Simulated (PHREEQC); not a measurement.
Metal-bearing waste water: an equilibrium model

Consider water at 25 °C with 0.0059 mol MnSO4, 0.012 mol CuCl2 and 0.0048 mol NaHCO3 per kg of water. Closed to the air; pH follows from the charge balance.

Computed with PHREEQC (ion-association model, wateq4f.dat).

This is a speciation only: nothing precipitates in the calculation.

Question: Predict the pH.

Answer: pH 5.89.

Question: In which forms is Mn present?

Answer: Mn+2 81 %, MnSO4 12 %, MnCl+ 3.7 %, MnHCO3+ 2.8 % of the Mn.

Examples of supersaturated solids here: Malachite, Atacamite. Others may be too. Species that the database lacks are ignored.
